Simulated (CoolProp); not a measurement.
Carbon dioxide at 752.28 K and 0.241 MPa flows at 0.59 m/s in a round tube of 1 mm bore and 45 µm roughness, fully developed (64/Re and Nu = 3.66 if laminar; Colebrook and Gnielinski if turbulent). Each further row changes one setting.

Values from CoolProp's reference Helmholtz-energy equation of state, Span 1996.

| case | Reynolds number | Darcy friction factor | pressure drop (Pa/m) | heat-transfer coefficient (W/(m² K)) | mass flow (kg/h) |
|---|---|---|---|---|---|
| as stated | [?] | [?] | [?] | 194 | 0.00283 |
| velocity 1.18 m/s | 60.0 | 1.07 | [?] | 194 | 0.00566 |
| diameter 2 mm | 60.0 | 1.07 | [?] | [?] | [?] |

**Question.** Complete the blanks.

**Answer.** 
- as stated, Reynolds number: 30.0
- as stated, Darcy friction factor: 2.13
- as stated, pressure drop (Pa/m): 630
- velocity 1.18 m/s, pressure drop (Pa/m): 1260
- diameter 2 mm, pressure drop (Pa/m): 157
- diameter 2 mm, heat-transfer coefficient (W/(m² K)): 96.8
- diameter 2 mm, mass flow (kg/h): 0.0113

Viscosity comes from a separate model (Laesecke 2017). Thermal conductivity comes from a separate model (Huber 2016).
